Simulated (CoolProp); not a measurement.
Dodecamethylcyclohexasiloxane (D6) along the isobar 1.66 MPa: density (kg/m³) from the reference equation and from simpler models built on Tc = 645.8 K, pc = 0.9614 MPa, ω = 0.736; each cubic takes its own stable root.

Model: reference Helmholtz-energy equation of state, Colonna 2008, in CoolProp. It is a short technical equation, of lower accuracy than the large ones.

```json
[
 {"T (K)": "352.2", "phase": "liquid", "reference": "913.9"},
 {"T (K)": "369.5", "phase": "liquid", "reference": "895.1"},
 {"T (K)": "386.8", "phase": "liquid", "reference": "876.1"},
 {"T (K)": "404.1", "phase": "liquid", "reference": "856.9"},
 {"T (K)": "421.5", "phase": "liquid", "reference": "837.4"},
 {"T (K)": "438.8", "phase": "liquid", "reference": "817.7"},
 {"T (K)": "456.1", "phase": "liquid", "reference": "797.6"},
 {"T (K)": "473.4", "phase": "liquid", "reference": "777.0"},
 {"T (K)": "490.7", "phase": "liquid", "reference": "755.9"}
]
```

**Question.** How far does each simpler model (van der Waals, Soave-Redlich-Kwong, Peng-Robinson) lie from the reference over these 9 states: mean and median of the absolute difference, and the worst?

**Answer.** 
- van der Waals: mean 41.0 %, median 41.1 %, worst -42.8 % at 352.2 K and 1.66 MPa
- Soave-Redlich-Kwong: mean 8.5 %, median 8.3 %, worst -11.0 % at 352.2 K and 1.66 MPa
- Peng-Robinson: mean 2.9 %, median 3.1 %, worst +5.2 % at 490.7 K and 1.66 MPa
